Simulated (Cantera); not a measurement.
Input: 1 mol Si2Cl6, 50 mol H2, 0.15 mol HCl, at 823.15 K and 0.0110 bar.

Method: chemical equilibrium by Gibbs-energy minimisation in Cantera with the NASA 1993 tables (ideal gas, pure condensed phases). Candidate condensed phases: Si; 19 gas species. The feed counts by its element totals alone. The tables' values for SiCl3 are old estimates; treat these amounts as uncertain. The numbers say what is thermodynamically allowed, not how fast it happens.

Base state: H2 0.965, SiCl4 0.0236, SiHCl3 0.00672, HCl 0.00410, SiH2Cl2 0.000161, SiCl3 7.11e-5, SiCl2 1.92e-5 (mole fractions); condensed: Si(s).

Problem. What changes in the equilibrium state with this change: temperature from 823.15 K to 1473.15 K?

Solution. 
```json
[
 {"species": "H2", "before": "0.965", "after": "0.905"},
 {"species": "HCl", "before": "0.00410", "after": "0.0749"},
 {"species": "SiCl2", "before": "1.92e-5", "after": "0.0195"},
 {"species": "SiCl4", "before": "0.0236", "after": "4.02e-5"},
 {"species": "H", "before": "<1e-9", "after": "0.000115"},
 {"species": "SiHCl3", "before": "0.00672", "after": "4.56e-5"},
 {"species": "SiH2Cl2", "before": "0.000161", "after": "8.12e-6"},
 {"species": "SiCl3", "before": "7.11e-5", "after": "0.000479"},
 {"species": "Si(s), mol", "before": "0.423", "after": "0.932"}
]
```
